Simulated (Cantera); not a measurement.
Input: 1 mol BF3, 0.21 mol N2, at 777 °C and 7.50 Torr.

Equilibrium computed with Cantera from the NASA thermochemical tables; the gas is ideal and each condensed phase is pure. Candidate condensed phases: B, BN; 13 gas species. Rates play no part.

Base state: BF3 0.826, N2 0.174 (mole fractions); condensed: gas only.

### Question
What changes in the equilibrium state with this change: temperature from 777 °C to 1875 °C?

### Answer
```csv
species,before,after
BF3,0.826,0.821
N2,0.174,0.173
F,<1e-9,0.00285
BF2,<1e-9,0.00284
```
The tables' values for BF2 are old estimates; treat these amounts as uncertain.
